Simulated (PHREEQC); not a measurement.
Synthetic water in mg/kgw, 25 °C, pH 3.82, pe 12.3: Na 1340; K 0.243; Ca 209; Mg 13.3; Cl 833; S(6) as SO4 2100; Mn(2) 32.4.

Valence states are taken as typed.

The numbers come from PHREEQC with the ion-association model, phreeqc.dat.

Each row changes one thing in this solution. Precipitation was switched off in this run.

```csv
case,ionic strength (mol/kgw),Na+ (mol/kgw),SO4-2 (mol/kgw),Ca+2 (mol/kgw),NaSO4- (mol/kgw),CaSO4 (mol/kgw),SI of Gypsum (CaSO4:2H2O),SI of Halite (NaCl)
as made,0.0847,0.0563,0.0176,0.00348,0.00195,0.00173,-0.42,-4.66
Mn(2) from 32.4 to 97.2 mg/kgw,0.0857,0.0564,?,?,0.00191,0.00170,-0.43,-4.66
Na from 1340 to 4020 mg/kgw,0.140,0.170,?,0.00395,?,0.00126,-0.56,-4.21
```

Problem. Fill in the missing entries.

Solution. 
- Mn(2) from 32.4 to 97.2 mg/kgw, SO4-2 (mol/kgw): 0.0173
- Mn(2) from 32.4 to 97.2 mg/kgw, Ca+2 (mol/kgw): 0.00351
- Na from 1340 to 4020 mg/kgw, SO4-2 (mol/kgw): 0.0157
- Na from 1340 to 4020 mg/kgw, NaSO4- (mol/kgw): 0.00445

Species that the database lacks are ignored.
